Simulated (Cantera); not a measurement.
An adiabatic, constant-pressure homogeneous reactor starts with H₂ : O₂ : N₂ : NO = 1 : 0.217 : 0.817 : 0.0021 (molar parts), at 1675 K and 4.05 atm.

Detailed kinetics in Cantera: GRI-Mech 3.0 (53 species, 325 reactions). The hydrogen kinetics of GRI-Mech 3.0 are dated; newer H2 mechanisms differ, most at raised pressure.

One state of this run: T (K) = 2915; x H₂ = 0.293; x O₂ = 0.000163; x NO = 0.000896; x H₂O₂ = 8.84e-8; x H = 0.0325; x N₂ = 0.440; x HO₂ = 3.58e-7. x: mole fraction; the columns are a selection and need not sum to one.

Q: Which value of t (s) does it belong to?
A. 1.05e-5
B. 2.76e-5
C. 0.00910
D. 4.00e-6

A: C, 0.00910
